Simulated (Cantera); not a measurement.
Mixture: CO : H2 : O2 : N2 : H2O = 1 : 1.4 : 1.74 : 6.54 : 0.54 (molar parts), equivalence ratio 0.69, at 2.70 bar, adiabatic and at constant volume. Ignition delay is the time to a rise of 400 K.

Model: GRI-Mech 3.0 (53 species, 325 reactions), integrated in Cantera. The hydrogen kinetics of GRI-Mech 3.0 are dated; newer H2 mechanisms differ, most at raised pressure. Where the delays flatten at high temperature, the 400 K rule measures the pace of heat release, not the induction time.

What does this change do: pressure from 2.70 bar to 5.00 bar?


| quantity | before | after |
|---|---|---|
| delay at 1250 K | 19.9 µs | 15.8 µs |
| delay at 1300 K | 14.8 µs | 9.91 µs |
| delay at 1350 K | 11.7 µs | 7.14 µs |
| delay at 1400 K | 9.66 µs | 5.53 µs |
| delay at 1450 K | 8.22 µs | 4.50 µs |
| delay at 1500 K | 7.19 µs | 3.79 µs |
| delay at 1550 K | 6.43 µs | 3.27 µs |
